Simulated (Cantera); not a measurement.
Input (Python, Cantera):

```python
import numpy as np
import cantera as ct

gas = ct.Solution("gri30.yaml")
gas.TPX = 1050, 500000, {'CH4': 1, 'O2': 1, 'N2': 3.76}
reactor = ct.IdealGasConstPressureReactor(gas, energy="on", clone=False)
net = ct.ReactorNet([reactor])
net.rtol, net.atol = 1e-08, 1e-16
show = ['CH4', 'O2', 'C2H2', 'CH3', 'N2O']
times = np.geomspace(2e-06, 2, 13)

steps = ct.SolutionArray(gas, extra=["t"])
rows = []
print(f"{'t/s':>10s}{'T/K':>9s}{'P/Pa':>11s}" + "".join(f"{s:>11s}" for s in show))
for t in times:
    while net.time < t:
        t_next = net.step()
        steps.append(gas.state, t=t_next)
    rows.append([np.interp(t, steps.t, y) for y in (steps.T, steps.P, *steps(*show).X.T)])
    print(f"{t:10.3e}{rows[-1][0]:9.1f}{rows[-1][1]:11.4g}" + "".join(f"{x:11.3e}" for x in rows[-1][2:]))
rate = np.gradient(steps.T, steps.t)
print("integrator steps:", len(steps.t))
if steps.T.max() > steps.T[0] + 200:
    print(f"time of steepest temperature rise: {steps.t[rate.argmax()]:.4e} s")
gas.TPX = 1050, 500000, {'CH4': 1, 'O2': 1, 'N2': 3.76}
gas.equilibrate("HP")
print(f"equilibrium (HP): T = {gas.T:.1f} K  " + "  ".join(f"{s} {gas[s].X[0]:.3e}" for s in show))
```

Output:

```
       t/s      T/K       P/Pa        CH4         O2       C2H2        CH3        N2O
 2.000e-06   1050.0      5e+05  1.736e-01  1.736e-01  2.197e-29  5.363e-10  2.135e-18
 6.325e-06   1050.0      5e+05  1.736e-01  1.736e-01  4.076e-27  1.701e-09  1.584e-17
 2.000e-05   1050.0      5e+05  1.736e-01  1.736e-01  6.068e-25  5.432e-09  1.408e-16
 6.325e-05   1050.0      5e+05  1.736e-01  1.736e-01  9.168e-23  1.772e-08  1.331e-15
 2.000e-04   1050.0      5e+05  1.736e-01  1.736e-01  2.041e-20  6.179e-08  1.255e-14
 6.325e-04   1050.0      5e+05  1.736e-01  1.736e-01  9.225e-18  2.555e-07  1.094e-13
 2.000e-03   1050.0      5e+05  1.736e-01  1.736e-01  5.879e-15  9.076e-07  7.307e-13
 6.325e-03   1050.1      5e+05  1.736e-01  1.736e-01  4.219e-13  1.146e-06  3.318e-12
 2.000e-02   1050.4      5e+05  1.735e-01  1.736e-01  1.228e-11  1.469e-06  1.589e-11
 6.325e-02   1053.4      5e+05  1.729e-01  1.731e-01  1.089e-09  2.941e-06  1.310e-10
 2.000e-01   2153.2      5e+05  1.966e-09  8.600e-08  8.844e-13  1.790e-10  8.942e-10
 6.325e-01   2153.3      5e+05  1.953e-09  8.606e-08  8.778e-13  1.779e-10  6.409e-10
 2.000e+00   2153.3      5e+05  1.953e-09  8.606e-08  8.778e-13  1.779e-10  6.400e-10
integrator steps: 2676
time of steepest temperature rise: 1.1990e-01 s
equilibrium (HP): T = 2153.3 K  CH4 2.221e-09  O2 8.606e-08  C2H2 9.947e-13  CH3 2.023e-10  N2O 6.400e-10
```

Cantera simulation using GRI-Mech 3.0 (53 species, 325 reactions); the numbers are that mechanism's predictions, not measurements.
